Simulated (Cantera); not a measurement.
Feed: 1 mol SiHCl3, 17 mol NH3, a varied amount of H2, equilibrated at 120 Pa.

Cantera equilibrium calculation (NASA polynomials, part measured and part estimated; ideal gas, pure solids and liquids). Candidate condensed phases: NH4Cl, Si, Si3N4; 28 gas species. Mutual solubility and eutectic melting of coexisting phases are not modelled. The tables' values for SiCl3 are old estimates. Rates play no part.

Stable condensed phases, one row left out:

```
T in K \ n(H2) in mol
         7.7  12  16  21  25  30  34
   1925    A   A   A   A   A   A   A
   1875    B   B   B   B   B   B   B
   1825    B   B   B   B   B   B   B
   1775    B   B   B   B   B   B   B
   1725    B   B   B   B   B   B   B
   1675    B   B   B   B   B   B   B
   1625    B   B   B   B   B   B   B
   1525    C   C   C   C   C   C   C
   1475    C   C   C   C   C   C   C
   1425    C   C   C   C   C   C   C
```

A: gas only; B: Si; C: Si3N4.

Question: Give the row for 1575 K.

Answer: 7.7: Si3N4; 12: Si3N4; 16: Si + Si3N4; 21: Si; 25: Si; 30: Si; 34: Si.
